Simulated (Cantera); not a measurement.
Cantera run, input and output.

```python
import numpy as np
import cantera as ct

gas = ct.Solution("gri30.yaml")
gas.TPX = 1675, 520000, {'CO': 1, 'H2': 0.42, 'O2': 0.309, 'N2': 1.16}
reactor = ct.IdealGasConstPressureReactor(gas, energy="on", clone=False)
net = ct.ReactorNet([reactor])
net.rtol, net.atol = 1e-08, 1e-16
show = ['CO', 'H2', 'O2', 'H', 'N2O', 'NO2', 'OH']
times = np.geomspace(5e-06, 7, 14)

steps = ct.SolutionArray(gas, extra=["t"])
rows = []
print(f"{'t/s':>10s}{'T/K':>9s}{'P/Pa':>11s}" + "".join(f"{s:>11s}" for s in show))
for t in times:
    while net.time < t:
        t_next = net.step()
        steps.append(gas.state, t=t_next)
    rows.append([np.interp(t, steps.t, y) for y in (steps.T, steps.P, *steps(*show).X.T)])
    print(f"{t:10.3e}{rows[-1][0]:9.1f}{rows[-1][1]:11.4g}" + "".join(f"{x:11.3e}" for x in rows[-1][2:]))
rate = np.gradient(steps.T, steps.t)
print("integrator steps:", len(steps.t))
if steps.T.max() > steps.T[0] + 200:
    print(f"time of steepest temperature rise: {steps.t[rate.argmax()]:.4e} s")
gas.TPX = 1675, 520000, {'CO': 1, 'H2': 0.42, 'O2': 0.309, 'N2': 1.16}
gas.equilibrate("HP")
print(f"equilibrium (HP): T = {gas.T:.1f} K  " + "  ".join(f"{s} {gas[s].X[0]:.3e}" for s in show))
```

Result:

```
       t/s      T/K       P/Pa         CO         H2         O2          H        N2O        NO2         OH
 5.000e-06   2411.6    5.2e+05  2.750e-01  4.043e-02  1.237e-02  5.054e-02  1.370e-07  1.448e-08  1.814e-02
 1.485e-05   2815.0    5.2e+05  2.764e-01  3.939e-02  5.850e-03  2.225e-02  2.026e-07  4.969e-08  1.595e-02
 4.411e-05   2968.3    5.2e+05  2.750e-01  3.860e-02  2.867e-03  1.330e-02  2.900e-07  1.277e-07  1.209e-02
 1.310e-04   2973.3    5.2e+05  2.753e-01  3.881e-02  2.565e-03  1.263e-02  3.097e-07  2.948e-07  1.152e-02
 3.891e-04   2967.4    5.2e+05  2.759e-01  3.913e-02  2.423e-03  1.247e-02  3.437e-07  4.902e-07  1.121e-02
 1.156e-03   2966.2    5.2e+05  2.760e-01  3.920e-02  2.395e-03  1.244e-02  3.527e-07  5.280e-07  1.115e-02
 3.433e-03   2966.2    5.2e+05  2.760e-01  3.920e-02  2.395e-03  1.244e-02  3.528e-07  5.281e-07  1.115e-02
 1.020e-02   2966.2    5.2e+05  2.760e-01  3.920e-02  2.395e-03  1.244e-02  3.528e-07  5.281e-07  1.115e-02
 3.028e-02   2966.2    5.2e+05  2.760e-01  3.920e-02  2.395e-03  1.244e-02  3.528e-07  5.281e-07  1.115e-02
 8.995e-02   2966.2    5.2e+05  2.760e-01  3.920e-02  2.395e-03  1.244e-02  3.528e-07  5.281e-07  1.115e-02
 2.672e-01   2966.2    5.2e+05  2.760e-01  3.920e-02  2.395e-03  1.244e-02  3.528e-07  5.281e-07  1.115e-02
 7.935e-01   2966.2    5.2e+05  2.760e-01  3.920e-02  2.395e-03  1.244e-02  3.528e-07  5.281e-07  1.115e-02
 2.357e+00   2966.2    5.2e+05  2.760e-01  3.920e-02  2.395e-03  1.244e-02  3.528e-07  5.281e-07  1.115e-02
 7.000e+00   2966.2    5.2e+05  2.760e-01  3.920e-02  2.395e-03  1.244e-02  3.528e-07  5.281e-07  1.115e-02
integrator steps: 1163
time of steepest temperature rise: 2.3393e-06 s
equilibrium (HP): T = 2966.2 K  CO 2.760e-01  H2 3.920e-02  O2 2.395e-03  H 1.244e-02  N2O 3.528e-07  NO2 5.281e-07  OH 1.115e-02
```

Detailed kinetics in Cantera: GRI-Mech 3.0 (53 species, 325 reactions). The hydrogen kinetics of GRI-Mech 3.0 are dated; newer H2 mechanisms differ, most at raised pressure.
